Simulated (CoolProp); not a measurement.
Saturation properties of 1-butene.

Computed with CoolProp (reference Helmholtz-energy equation of state, Lemmon 2005). It is a short technical equation, of lower accuracy than the large ones.

```json
[
 {"T (K)": "265.4", "p (kPa)": "95.75", "liquid density (kg/m³)": "627.3", "vapour density (kg/m³)": "2.537", "enthalpy of vaporisation (kJ/kg)": "393.6"},
 {"T (K)": "274", "p (kPa)": "132.8", "liquid density (kg/m³)": "617.4", "vapour density (kg/m³)": "3.445", "enthalpy of vaporisation (kJ/kg)": "385.3"},
 {"T (K)": "282.5", "p (kPa)": "179.5", "liquid density (kg/m³)": "607.3", "vapour density (kg/m³)": "4.571", "enthalpy of vaporisation (kJ/kg)": "376.9"},
 {"T (K)": "291.1", "p (kPa)": "238.6", "liquid density (kg/m³)": "596.9", "vapour density (kg/m³)": "5.979", "enthalpy of vaporisation (kJ/kg)": "368.0"},
 {"T (K)": "299.7", "p (kPa)": "311.4", "liquid density (kg/m³)": "586.2", "vapour density (kg/m³)": "7.703", "enthalpy of vaporisation (kJ/kg)": "358.7"},
 {"T (K)": "308.3", "p (kPa)": "399.9", "liquid density (kg/m³)": "575.2", "vapour density (kg/m³)": "9.791", "enthalpy of vaporisation (kJ/kg)": "348.9"},
 {"T (K)": "316.8", "p (kPa)": "504.6", "liquid density (kg/m³)": "563.9", "vapour density (kg/m³)": "12.27", "enthalpy of vaporisation (kJ/kg)": "338.7"},
 {"T (K)": "325.4", "p (kPa)": "630.1", "liquid density (kg/m³)": "552.1", "vapour density (kg/m³)": "15.27", "enthalpy of vaporisation (kJ/kg)": "327.7"},
 {"T (K)": "334", "p (kPa)": "777.3", "liquid density (kg/m³)": "539.7", "vapour density (kg/m³)": "18.84", "enthalpy of vaporisation (kJ/kg)": "316.0"},
 {"T (K)": "342.6", "p (kPa)": "948.5", "liquid density (kg/m³)": "526.7", "vapour density (kg/m³)": "23.09", "enthalpy of vaporisation (kJ/kg)": "303.4"}
]
```

It boils at 266.8 K under 1 atm.
